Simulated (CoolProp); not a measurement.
Vapour-liquid equilibrium of acetone (1) + benzene (2) at 0.0968 MPa; x and y are mole fractions of (1).

Computed with CoolProp (multi-fluid Helmholtz-energy mixture model, Lemmon 2006 and Thol 2012; pair parameters Bell 2016).

```
x     bubble temperature, mixture model (K)  bubble temperature, Raoult's law (K)  y, mixture model  y, Raoult's law
----  -------------------------------------  ------------------------------------  ----------------  ---------------
0.05                                    [?]                                 350.0               [?]            0.101
0.2                                   342.4                                 345.2             0.390            0.351
0.35                                    [?]                                 341.0             0.554            0.540
0.5                                     [?]                                 337.4             0.677            0.687
0.65                                  332.4                                 334.2               [?]            0.804
0.8                                   330.3                                 331.3             0.875            0.899
0.95                                    [?]                                 328.7             0.968            0.977
```

Question: Complete the blanks.

Answer: 
- 0.05, bubble temperature, mixture model (K): 348.8
- 0.05, y, mixture model: 0.129
- 0.35, bubble temperature, mixture model (K): 338.1
- 0.5, bubble temperature, mixture model (K): 334.9
- 0.65, y, mixture model: 0.780
- 0.95, bubble temperature, mixture model (K): 328.5

The largest gap from Raoult's law is -2.9 K in bubble temperature, at x = 0.35. No azeotrope shows between x = 0.05 and 0.95.

The pair parameters rest on a limited set of measurements; away from them the model extrapolates.
